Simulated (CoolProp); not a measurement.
Vapour pressure (bar) of ethanol: the reference equation beside estimates from Tc = 241.6 °C, pc = 62.68 bar, ω = 0.644. Clausius-Clapeyron is anchored at 88.65 °C with a constant enthalpy of vaporisation of 38.34 kJ/mol.

The numbers come from the reference Helmholtz-energy equation of state, Schroeder 2014 in CoolProp.

| T (°C) | reference | Lee-Kesler | Clausius-Clapeyron | van der Waals | Redlich-Kwong | Soave-Redlich-Kwong | Peng-Robinson |
|---|---|---|---|---|---|---|---|
| 21.95 | 0.06599 | 0.06033 | 0.08399 | 4.167 | 0.7832 | 0.05989 | 0.06705 |
| 35.35 | 0.1401 | 0.1329 | 0.1656 | 5.412 | 1.269 | 0.1322 | 0.1445 |
| 48.65 | 0.2755 | 0.2682 | 0.3071 | 6.877 | 1.952 | 0.2673 | 0.2865 |
| 62.05 | 0.5119 | 0.5071 | 0.5445 | 8.603 | 2.888 | 0.5061 | 0.5333 |
| 75.35 | 0.8965 | 0.8971 | 0.9204 | 10.58 | 4.112 | 0.8969 | 0.9319 |
| 88.65 | 1.497 | 1.505 | 1.497 | 12.83 | 5.676 | 1.507 | 1.548 |
| 102.05 | 2.404 | 2.417 | 2.360 | 15.40 | 7.646 | 2.427 | 2.469 |
| 115.35 | 3.704 | 3.713 | 3.594 | 18.26 | 10.04 | 3.739 | 3.774 |
| 128.75 | 5.533 | 5.520 | 5.339 | 21.46 | 12.94 | 5.577 | 5.595 |
| 142.05 | 7.992 | 7.929 | 7.710 | 24.97 | 16.35 | 8.039 | 8.026 |
| 155.45 | 11.26 | 11.11 | 10.91 | 28.85 | 20.36 | 11.30 | 11.25 |
| 168.75 | 15.44 | 15.17 | 15.08 | 33.05 | 24.96 | 15.48 | 15.36 |
| 182.15 | 20.74 | 20.33 | 20.50 | 37.65 | 30.25 | 20.78 | 20.61 |
| 195.45 | 27.26 | 26.72 | 27.33 | 42.59 | 36.20 | 27.33 | 27.10 |

Absolute difference from the reference over all 14 rows, mean and median: Lee-Kesler 1.9 and 1.1 %, Clausius-Clapeyron 6.0 and 3.0 %, van der Waals 1259.5 and 466.8 %, Redlich-Kwong 318.0 and 194.6 %, Soave-Redlich-Kwong 1.7 and 0.7 %, Peng-Robinson 2.0 and 1.7 %.
